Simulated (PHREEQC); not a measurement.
AlCl3 is added in steps, without added water, to 1 kg of water holding 3.7 mmol/kgw MgCl2, 2.4 mmol/kgw CO2 and 0.056 mmol/kgw MgSO4, at 25 °C. Oxygen alone is held at its pressure in air (log pO2 = -0.68). CO2 from the air is kept out. Solids allowed: Brucite, Al(OH)3(a), Nesquehonite, Basaluminite, Epsomite. Others were left out.

Base run: PHREEQC, ion-association model, wateq4f.dat. Each further column changes one thing. The table gives MgSO4 (mol/kgw).

| AlCl3 added (mol) | base | 7.9e-05 mol/kgw NaCl added | MgSO4 replaced by K2SO4 at the same molality | MgCl2 from 0.0037 to 0.00333 mol/kgw | no solid may form |
|---|---|---|---|---|---|
| 0 | 1.53e-5 | 1.53e-5 | 1.52e-5 | 1.46e-5 | 1.53e-5 |
| 0.0004625 | 1.14e-5 | 1.14e-5 | 1.13e-5 | 1.07e-5 | 1.14e-5 |
| 0.001079 | 8.52e-6 | 8.51e-6 | 8.42e-6 | 7.88e-6 | 8.52e-6 |
| 0.001542 | 7.18e-6 | 7.17e-6 | 7.08e-6 | 6.60e-6 | 7.18e-6 |
| 0.002158 | 5.95e-6 | 5.95e-6 | 5.87e-6 | 5.45e-6 | 5.95e-6 |
| 0.002621 | 5.28e-6 | 5.28e-6 | 5.21e-6 | 4.83e-6 | 5.28e-6 |
| 0.003237 | 4.61e-6 | 4.61e-6 | 4.55e-6 | 4.20e-6 | 4.61e-6 |
| 0.0037 | 4.21e-6 | 4.21e-6 | 4.15e-6 | 3.84e-6 | 4.21e-6 |

 Solids allowed in the column '7.9e-05 mol/kgw NaCl added': Brucite, Al(OH)3(a), Nesquehonite, Basaluminite, Halite, Mirabilite, Epsomite, Nahcolite, Natron. Solids allowed in the column 'MgSO4 replaced by K2SO4 at the same molality': Brucite, Al(OH)3(a), Nesquehonite, Basaluminite, Epsomite, AlumK.
